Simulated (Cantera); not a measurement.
What does this Cantera script print?

```python
import numpy as np
import cantera as ct

gas = ct.Solution("gri30.yaml")
gas.TPX = 325, 210000, {'C3H8': 1, 'O2': 6.02, 'N2': 22.7}
inlet = ct.Reservoir(gas, clone=True)
gas.equilibrate("HP")  # start burning
reactor = ct.IdealGasConstPressureReactor(gas, energy="on", clone=False)
exhaust = ct.Reservoir(gas, clone=True)
tau = [0.35, 0.11, 0.035, 0.011, 0.0035, 0.0011, 0.00034, 0.00011, 3.4e-05, 1.1e-05][0]
for a, b in ((inlet, reactor), (reactor, exhaust)):
    ct.MassFlowController(a, b, mdot=lambda t: reactor.mass / tau)
net = ct.ReactorNet([reactor])
show = ['C3H8', 'O2', 'C2H2', 'C2H', 'NO', 'HO2']

rows = []
print(f"{'tau/s':>10s}{'T/K':>9s}" + "".join(f"{s:>11s}" for s in show))
for tau in [0.35, 0.11, 0.035, 0.011, 0.0035, 0.0011, 0.00034, 0.00011, 3.4e-05, 1.1e-05]:
    net.initial_time = 0.0
    net.advance(30 * tau)
    before = gas.X
    net.advance(40 * tau)
    drift = np.max(np.abs(gas.X - before) / (gas.X + 1e-9))
    rows.append([gas.T, *gas[show].X, drift])
    print(f"{tau:10.3e}{gas.T:9.1f}" + "".join(f"{x:11.3e}" for x in gas[show].X))
```

Output:

```
     tau/s      T/K       C3H8         O2       C2H2        C2H         NO        HO2
 3.500e-01   2109.8  5.363e-08  3.270e-02  3.843e-07  1.221e-09  1.333e-03  1.514e-06
 1.100e-01   2108.0  1.629e-07  3.312e-02  1.021e-06  3.500e-09  6.893e-04  1.633e-06
 3.500e-02   2100.3  4.655e-07  3.357e-02  2.230e-06  8.813e-09  3.673e-04  1.946e-06
 1.100e-02   2082.4  1.244e-06  3.431e-02  3.964e-06  1.919e-08  2.135e-04  2.786e-06
 3.500e-03   2049.6  3.061e-06  3.565e-02  6.191e-06  3.629e-08  1.296e-04  4.708e-06
 1.100e-03   1997.1  7.337e-06  3.789e-02  9.470e-06  6.228e-08  7.944e-05  8.661e-06
 3.400e-04   1920.6  1.855e-05  4.145e-02  1.563e-05  1.003e-07  4.899e-05  1.632e-05
 1.100e-04   1815.7  5.478e-05  4.776e-02  3.265e-05  1.596e-07  2.624e-05  3.229e-05
 3.400e-05    325.0  3.365e-02  2.026e-01 -2.997e-17  4.006e-44 -6.309e-19 -1.041e-17
 1.100e-05    325.0  3.365e-02  2.026e-01  4.493e-20 -3.136e-54  9.459e-22  1.561e-20
```

Model: GRI-Mech 3.0 (53 species, 325 reactions), integrated in Cantera. GRI-Mech 3.0 was tuned for natural gas; its chemistry of propane as a main component is partial and can be far from experiment.
